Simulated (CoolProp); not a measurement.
Model: reference Helmholtz-energy equation of state, de Vries 1995, in CoolProp.

### Question
For R124, give the phase and the speed of sound (m/s), conductivity (mW/(m K)) at 160.8 K and 1.01 bar; 165.6 K and 1.01 bar.

### Answer
- 160.8 K and 1.01 bar: liquid; speed of sound 1110, conductivity 116
- 165.6 K and 1.01 bar: liquid; speed of sound 1090, conductivity 115

Thermal conductivity comes from a separate model (Huber 2003), an estimate that may be off by 10 % or more.
